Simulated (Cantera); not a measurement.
A freely propagating, adiabatic, planar premixed flame of H2 : O2 : N2 = 1 : 0.455 : 1.82 (molar parts), equivalence ratio 1.1, unburnt at 375 K and 101000 Pa; mixture-averaged transport, grid criteria slope 0.08 and curve 0.16, no radiation.

Detailed kinetics in Cantera: the H2/O2 subset of GRI-Mech 3.0, which has no nitrogen chemistry. Burning velocities carry a grid error of a few per cent, more on coarse grids.

Task: What does this change do: inlet temperature 375 to 623 K?

Result: 
```json
[
 {"quantity": "laminar burning velocity", "before": "339 cm/s", "after": "805 cm/s"},
 {"quantity": "thermal thickness", "before": "0.380 mm", "after": "0.482 mm"},
 {"quantity": "peak x(OH)", "before": "0.0138", "after": "0.0173"},
 {"quantity": "peak x(H)", "before": "0.0513", "after": "0.0662"},
 {"quantity": "peak x(HO2)", "before": "0.000454", "after": "0.000268"},
 {"quantity": "peak x(O)", "before": "0.00901", "after": "0.0121"}
]
```

Task: What does this change do: inlet temperature 375 to 475 K?

Result: 
```tsv
quantity	before	after
laminar burning velocity	339 cm/s	498 cm/s
thermal thickness	0.380 mm	0.429 mm
peak x(OH)	0.0138	0.0151
peak x(H)	0.0513	0.0572
peak x(HO2)	0.000454	0.000385
peak x(O)	0.00901	0.0102
```

Task: What does this change do: inlet temperature 375 to 600 K?

Result: 
```
quantity                    before     after
------------------------  --------  --------
laminar burning velocity  339 cm/s  752 cm/s
thermal thickness         0.380 mm  0.475 mm
peak x(OH)                  0.0138    0.0169
peak x(H)                   0.0513    0.0648
peak x(HO2)               0.000454  0.000285
peak x(O)                  0.00901    0.0118
```
